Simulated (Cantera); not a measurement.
An isothermal, constant-pressure homogeneous reactor starts with 30.2 % NO, 69.5 % N₂, 0.302 % H₂O, at 1800 K and 7000 Pa.

Computed with Cantera and GRI-Mech 3.0 (53 species, 325 reactions).

Predict: x(NO) at 70.0 s; x(O₂) at 70.0 s; x(N₂O) at 70.0 s; x(O) at 70.0 s; x(N₂) at 70.0 s.


| Quantity | Value |
|---|---|
| x(NO) at 70.0 s | 0.116 (gas-phase equilibrium 0.00364) |
| x(O₂) at 70.0 s | 0.0930 (gas-phase equilibrium 0.149) |
| x(N₂O) at 70.0 s | 4.39e-6 (gas-phase equilibrium 5.73e-8) |
| x(O) at 70.0 s | 0.000143 (gas-phase equilibrium 0.000179) |
| x(N₂) at 70.0 s | 0.788 (gas-phase equilibrium 0.844) |
